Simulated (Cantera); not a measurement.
Input: 1 mol Nb2O5, 140 mol H2, equilibrated at 950 K and 10000 Pa.

These are equilibrium values from Cantera (NASA tables, ideal gas, pure condensed phases), not measurements of a reactor. Candidate condensed phases: H2O, Nb, NbO, NbO2, Nb2O5; 12 gas species. Condensed phases not in the tables: the oxides between NbO2 and Nb2O5. Equilibrium is a limit: real reactors are often held back by kinetics, nucleation or transport.

Base state: H2 0.996, H2O 0.00362 (mole fractions); condensed: NbO2(s) + Nb2O5(s).

What changes in the equilibrium state with this change: Nb2O5 replaced by V2O3?


```
species         before    after
-------------  -------  -------
H2               0.996    1.000
H2O            0.00362  2.80e-5
NbO2(s), mol      1.01        0
Nb2O5(s), mol    0.494        0
VO(s), mol           0  0.00785
V2O3(s), mol         0    0.996
```
VO: taken at fixed stoichiometry. Condensed phases not in the tables: the oxides between V2O3 and V2O5 other than VO2. Further candidate phases: V, VO, V2O3, V2O4, V2O5.
